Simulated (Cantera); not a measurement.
Feed: 1 mol SiC, 0.0013 mol O₂, 81 mol N₂, at 130 Pa.

Method: chemical equilibrium by Gibbs-energy minimisation in Cantera with the NASA 1993 tables (ideal gas, pure condensed phases). Candidate condensed phases: C, Si, SiC, SiO₂, Si₂N₂O, Si₃N₄; 34 gas species. N₂ is the only nitrogen source here; it is nearly inert below about 1500 K, so the nitride shown seldom forms there in practice. Mutual solubility and eutectic melting of coexisting phases are not modelled. Kinetics and transport are ignored.

Which condensed phases are stable at each of these points (T (K)): 1248, 1273, 1298, 1323, 1348, 1373, 1398, 1423, 1448, 1473, 1498?


| T (K) | condensed phases | Si condensed (%) |
|---|---|---|
| 1248 | C(graphite) + Si₃N₄(s) | 100.0 |
| 1273 | SiC(s) + Si₃N₄(s) | 100.0 |
| 1298 | SiC(s) + Si₃N₄(s) | 100.0 |
| 1323 | SiC(s) + Si₃N₄(s) | 100.0 |
| 1348 | SiC(s) + Si₃N₄(s) | 100.0 |
| 1373 | SiC(s) + Si₃N₄(s) | 100.0 |
| 1398 | SiC(s) + Si₃N₄(s) | 100.0 |
| 1423 | SiC(s) + Si₃N₄(s) | 100.0 |
| 1448 | SiC(s) + Si₃N₄(s) | 100.0 |
| 1473 | SiC(s) + Si₃N₄(s) | 99.9 |
| 1498 | SiC(s) + Si₃N₄(s) | 99.9 |

At 1248 K the condensed part is C(graphite) + Si₃N₄(s). From 1273 K to 1498 K the condensed part is SiC(s) + Si₃N₄(s).
